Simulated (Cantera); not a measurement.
**Equilibrium for hydrogen reduction and annealing atmospheres: SiO₂ + H₂ + N₂**

Charge: 1 mol SiO₂, 90 mol H₂, 88 mol N₂, at 2050 K and 345 Torr.

Equilibrium computed with Cantera from the NASA thermochemical tables; the gas is ideal and each condensed phase is pure. Candidate condensed phases: H₂O, Si, SiO₂, Si₂N₂O, Si₃N₄; 35 gas species. The numbers say what is thermodynamically allowed, not how fast it happens.

```yaml
x(H₂): 0.495
x(N₂): 0.491
x(SiO): 0.00558
x(H₂O): 0.00558
x(H): 0.00235
x(OH): 2.90e-6
x(NH₃): 2.08e-6
gas_amount: 179.2 mol
log10 activity of Si(l) (absent): -3.86
```
